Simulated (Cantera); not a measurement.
A diamond (100) surface in a fixed gas of H2 with x(CH4) = 0.029, x(CH3) = 0.00016, at 1123 K, 23.3 Torr; coverages are run to steady state.

Detailed kinetics in Cantera: the Harris–Goodwin 1993 mechanism for the reconstructed diamond (100) surface.

θ: site fractions in the mechanism's names (c6HH fully hydrogenated, c6H* and c6*H radical sites, c6** diradical, c6HM methylated).

```
x(H)     growth (µm/h)  θ c6HH  θ c6H*  θ c6*H   θ c6**      θ c6HM
-------  -------------  ------  ------  ------  -------  ----------
0.0001          0.0961   0.594  0.0241   0.363  0.00507  (withheld)
0.00025          0.244   0.537  0.0274   0.411  0.00989     0.00792
0.00064          0.554   0.507  0.0289   0.434   0.0148     0.00855
0.0016            1.12   0.496  0.0295   0.444   0.0180     0.00788
0.0041            2.01   0.492  0.0299   0.449   0.0198  (withheld)
0.01              2.92   0.491  0.0301   0.452   0.0206  (withheld)
0.026             3.63   0.492  0.0304   0.454   0.0210  (withheld)
0.066             4.02   0.492  0.0307   0.455   0.0212  (withheld)
0.17              4.21   0.492  0.0314   0.454   0.0214  (withheld)
```

What belongs in the gaps?


- 0.0001, θ c6HM: 0.00647
- 0.0041, θ c6HM: 0.00591
- 0.01, θ c6HM: 0.00362
- 0.026, θ c6HM: 0.00176
- 0.066, θ c6HM: 0.000770
- 0.17, θ c6HM: 0.000314
